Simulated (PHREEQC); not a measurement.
Solution (40 °C): 0.15 mol/kgw KH2PO4, 0.0048 mol/kgw NH3 and 0.00013 mol/kgw KCl. Closed to the air; pH follows from the charge balance.

All values are PHREEQC results (ion-association model, wateq4f.dat), not measurements.

| quantity | before | after |
|---|---|---|
| pH | 5.28 | 5.23 |
| ionic strength (mol/kgw) | 0.159 | 0.233 |
| H2PO4- (mol/kgw) | 0.145 | 0.145 |
| HPO4-2 (mol/kgw) | 0.00451 | 0.00445 |
| KHPO4- (mol/kgw) | 0.000395 | 0.000322 |
| H3PO4 (mol/kgw) | 9.60e-5 | 0.000103 |

### Question
Which change was made?
(A) NH3 left out
(B) diluted 10-fold with water
(C) KCl from 0.00013 to 0.000143 mol/kgw
(D) KCl left out
(E) 0.031 mol/kgw Na2SO4 added

### Answer
E, 0.031 mol/kgw Na2SO4 added

This is a speciation only: nothing precipitates in the calculation. H3PO4, which wateq4f.dat lacks, is added to it with the constant of phreeqc.dat. At this temperature some constants are extrapolated from 25 °C, and those without enthalpy data are left unchanged.
